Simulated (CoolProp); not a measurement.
The fluid at 239.56 K and 0.334 MPa is throttled through a valve to 0.047 MPa with no heat exchange. The same conditions are run with several fluids, on thermodynamics alone (safety and materials aside).

Values from CoolProp's reference Helmholtz-energy equation of state of each fluid (vinyl chloride: Thol 2022; isohexane: Lemmon 2006; m-xylene: Zhou 2012; trans-2-butene: Lemmon 2005; R404A: Lemmon 2003). Blends and air are pseudo-pure fits.

```json
[
 {"fluid": "vinyl chloride", "temperature change (K)": "+0.1", "final phase": "liquid", "final density (kg/m³)": "1000"},
 {"fluid": "isohexane", "temperature change (K)": "+0.1", "final phase": "liquid", "final density (kg/m³)": "?"},
 {"fluid": "m-xylene", "temperature change (K)": "+0.2", "final phase": "liquid", "final density (kg/m³)": "909"},
 {"fluid": "trans-2-butene", "temperature change (K)": "+0.1", "final phase": "liquid", "final density (kg/m³)": "?"},
 {"fluid": "R404A", "temperature change (K)": "-27.3", "final phase": "?", "final density (kg/m³)": "?"}
]
```

Fill in the missing entries.


- isohexane, final density (kg/m³): 700
- trans-2-butene, final density (kg/m³): 664
- R404A, final phase: two-phase, vapour fraction 0.164
- R404A, final density (kg/m³): 16.1
